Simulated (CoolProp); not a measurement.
C3F8 (R218) along the isotherm 316.3 K: fugacity coefficient from the reference equation and from simpler models built on Tc = 345.0 K, pc = 2.640 MPa, ω = 0.317; each cubic takes its own stable root.

Computed with CoolProp (reference Helmholtz-energy equation of state, Lemmon 2006). It is a short technical equation, of lower accuracy than the large ones.

```csv
p (MPa),phase,reference,Redlich-Kwong,Peng-Robinson
0.0125,gas,0.9979,0.9979,0.9976
0.0184,gas,0.9969,0.9970,0.9965
0.027,gas,0.9955,0.9955,0.9949
0.0396,gas,0.9934,0.9935,0.9925
0.0581,gas,0.9903,0.9904,0.9891
0.0853,gas,0.9857,0.9859,0.9839
0.125,gas,0.9791,0.9794,0.9765
0.184,gas,[?],[?],0.9655
0.27,gas,0.9548,0.9556,[?]
0.396,gas,[?],0.9351,0.9263
0.581,gas,0.9026,0.9051,[?]
0.853,gas,0.8565,0.8613,[?]
1.25,gas,0.7873,0.7973,0.7725
1.84,liquid,0.5876,0.6523,0.5791
2.7,liquid,0.4210,[?],[?]
3.96,liquid,0.3084,0.3494,0.3034
```

**Question.** What belongs in the gaps?

**Answer.** 
- 0.184, reference: 0.9692
- 0.184, Redlich-Kwong: 0.9697
- 0.27, Peng-Robinson: 0.9495
- 0.396, reference: 0.9337
- 0.581, Peng-Robinson: 0.8926
- 0.853, Peng-Robinson: 0.8435
- 2.7, Redlich-Kwong: 0.4718
- 2.7, Peng-Robinson: 0.4148
